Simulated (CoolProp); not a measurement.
Saturated liquid density (kg/m³) of hydrogen chloride: the reference equation beside estimates from Tc = 324.7 K, pc = 8.314 MPa, ω = 0.130. Rackett uses Z = 0.29056 − 0.08775 ω.

Model: reference Helmholtz-energy equation of state, Thol 2018, in CoolProp.

| T (K) | reference | Rackett | Redlich-Kwong | Soave-Redlich-Kwong |
|---|---|---|---|---|
| 258.9 | 981.1 | 902.8 | 821.0 | 838.8 |
| 265.4 | 957.6 | 881.7 | 795.3 | 813.3 |
| 271.9 | 932.7 | 859.4 | 768.0 | 786.1 |
| 278.4 | 906.1 | 835.6 | 738.9 | 756.9 |
| 284.8 | 877.9 | 810.6 | 708.2 | 725.8 |
| 291.3 | 846.4 | 782.9 | 674.5 | 691.3 |
| 297.8 | 811.3 | 752.2 | 637.4 | 653.2 |
| 304.2 | 771.6 | 717.8 | 596.6 | 610.8 |
| 310.7 | 722.8 | 676.1 | 548.5 | 560.7 |
| 317.2 | 657.4 | 621.0 | 488.6 | 497.6 |

Absolute difference from the reference over all 10 rows, mean and median: Rackett 7.3 and 7.6 %, Redlich-Kwong 20.3 and 19.8 %, Soave-Redlich-Kwong 18.4 and 17.8 %.
